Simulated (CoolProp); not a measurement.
Vapour-liquid equilibrium of diethyl ether (1) + ethanol (2) at 308.1 K; x and y are mole fractions of (1).

Computed with CoolProp (multi-fluid Helmholtz-energy mixture model, Thol 2014 and Schroeder 2014; pair parameters Bell 2016).

| x | bubble pressure, mixture model (MPa) | bubble pressure, Raoult's law (MPa) | y, mixture model | y, Raoult's law |
|---|---|---|---|---|
| 0.05 | 0.02492 | 0.01818 | 0.473 | 0.284 |
| 0.15 | 0.04342 | 0.02712 | 0.722 | 0.570 |
| 0.25 | 0.05705 | 0.03606 | 0.806 | 0.715 |
| 0.35 | 0.06682 | 0.04501 | 0.847 | 0.802 |
| 0.45 | 0.07392 | 0.05395 | 0.872 | 0.860 |
| 0.55 | 0.07946 | 0.06289 | 0.891 | 0.902 |
| 0.65 | 0.08431 | 0.07183 | 0.908 | 0.933 |
| 0.75 | 0.08911 | 0.08077 | 0.927 | 0.958 |
| 0.85 | 0.09430 | 0.08971 | 0.950 | 0.977 |
| 0.95 | 0.1000 | 0.09865 | 0.981 | 0.993 |

The largest gap from Raoult's law is +60.1 % in bubble pressure, at x = 0.15. No azeotrope shows between x = 0.05 and 0.95.

Pair parameters are fitted to limited data, so mixtures are less certain than the pure fluids. With so large a gap from Raoult's law the liquid may split in two, which this calculation doesn't test in full.
